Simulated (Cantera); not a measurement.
Cantera run:

```python
import numpy as np
import cantera as ct

gas_names = """
    N NO NO2 NO3 N2 N2O O O2 O3 S SN SO SO2 SO3 S2 S2O S8
""".split()
cond_names = """
    S(cr1) S(cr2) S(L)
""".split()


# ... load() reads the species with a 1 bar reference pressure and builds the phases ...
atoms = {
    'N2O': {'N': 2, 'O': 1},
    'SO2': {'S': 1, 'O': 2},
    'O2': {'O': 2},
}
top_T = {}  # K; cautious upper limits of use, not melting points


# ... equilibrate(T, P, feed) seeds the gas with the atoms and calls Mixture.equilibrate('TP', solver="vcs", rtol=1e-11, max_steps=5000) ...
results = []
feed = {'N2O': 1, 'SO2': 0.27, 'O2': 0.58}  # mol
T = 525  # K
P = 19000000  # Pa
mix = equilibrate(T, P, feed)
results.append((T, P, feed, dict(zip(mix.species_names, mix.species_moles))))
print(gas.report(threshold=0.001))
for i in range(1, mix.n_phases):
    print(f"{mix.phase(i).name:16s} {mix.phase_moles(i):12.5e} mol")
```

Output:

```
       temperature   525 K
          pressure   1.9e+07 Pa
           density   156.95 kg/m^3
  mean mol. weight   36.058 kg/kmol
   phase of matter   gas

                          1 kg             1 kmol
                     ---------------   ---------------
          enthalpy       -1.1288e+06       -4.0701e+07  J
   internal energy       -1.2498e+06       -4.5066e+07  J
           entropy            5229.8        1.8857e+05  J/K
    Gibbs function       -3.8744e+06        -1.397e+08  J
 heat capacity c_p            959.87             34611  J/K
 heat capacity c_v            729.28             26296  J/K

                      mass frac. Y      mole frac. X     chem. pot. / RT
                     ---------------   ---------------   ---------------
                N2           0.35076           0.45147           -19.063
                O2            0.3786           0.42664           -20.759
               SO3           0.27064            0.1219           -119.29
     [  +14 minor]        1.5219e-06        1.1292e-06

S(L)              0.00000e+00 mol
```

Cantera equilibrium calculation (NASA polynomials, part measured and part estimated; ideal gas, pure solids and liquids). The ideal-gas law is rough above about 30 bar.
